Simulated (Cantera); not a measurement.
# Thermodynamics of abatement and gas-phase synthesis, feed CO₂ + SO₂ + H₂

Charge: 1 mol CO₂, a varied amount of SO₂, 6.5 mol H₂, at 1977 °C and 5.20 mbar.

These are equilibrium values from Cantera (NASA tables, ideal gas, pure condensed phases), not measurements of a reactor. Candidate condensed phases: C, C₆H₆, C₇H₈, C₈H₁₈, H₂O, H₂SO₄, S; 123 gas species. Equilibrium is a limit: real reactors are often held back by kinetics, nucleation or transport.

| n(SO₂) (mol) | x H₂ | x H₂O | x CO | x H | x SO |
|---|---|---|---|---|---|
| 0.02 | 0.660 | 0.124 | 0.123 | 0.0837 | 0.000836 |
| 0.035 | 0.656 | 0.127 | 0.123 | 0.0834 | 0.00146 |
| 0.05 | 0.652 | 0.129 | 0.122 | 0.0832 | 0.00209 |
| 0.065 | 0.648 | 0.132 | 0.122 | 0.0829 | 0.00271 |
| 0.08 | 0.644 | 0.134 | 0.122 | 0.0827 | 0.00334 |
| 0.095 | 0.641 | 0.136 | 0.122 | 0.0824 | 0.00397 |
| 0.11 | 0.637 | 0.139 | 0.121 | 0.0822 | 0.00460 |
| 0.12 | 0.634 | 0.140 | 0.121 | 0.0820 | 0.00502 |
| 0.14 | 0.630 | 0.143 | 0.121 | 0.0817 | 0.00586 |
| 0.15 | 0.627 | 0.145 | 0.120 | 0.0816 | 0.00629 |
| 0.17 | 0.623 | 0.148 | 0.120 | 0.0813 | 0.00714 |
x: gas mole fraction; nothing condenses.

From 0.02 mol SO₂ to 0.17 mol SO₂ nothing is condensed. The main C-bearing gas is CO throughout.
